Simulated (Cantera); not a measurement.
A freely propagating, adiabatic, planar premixed flame of CH4 : CO : O2 : N2 = 1 : 0.15 : 2.59 : 11.4 (molar parts), equivalence ratio 0.80, unburnt at 425 K and 2.40 bar; mixture-averaged transport, grid criteria slope 0.08 and curve 0.16, no radiation.

Cantera simulation using GRI-Mech 3.0 (53 species, 325 reactions); the numbers are that mechanism's predictions, not measurements. Burning velocities carry a grid error of a few per cent, more on coarse grids.

What does this change do: 0.55 parts CO2 added?


```csv
quantity,before,after
laminar burning velocity,26.0 cm/s,19.5 cm/s
thermal thickness,0.318 mm,0.391 mm
peak x(CH2CO),7.06e-5,6.90e-5
peak x(OH),0.00389,0.00302
```

What does this change do: 0.18 parts H2 added?


| quantity | before | after |
|---|---|---|
| laminar burning velocity | 26.0 cm/s | 31.3 cm/s |
| thermal thickness | 0.318 mm | 0.281 mm |
| peak x(CH2CO) | 7.06e-5 | 6.43e-5 |
| peak x(OH) | 0.00389 | 0.00451 |
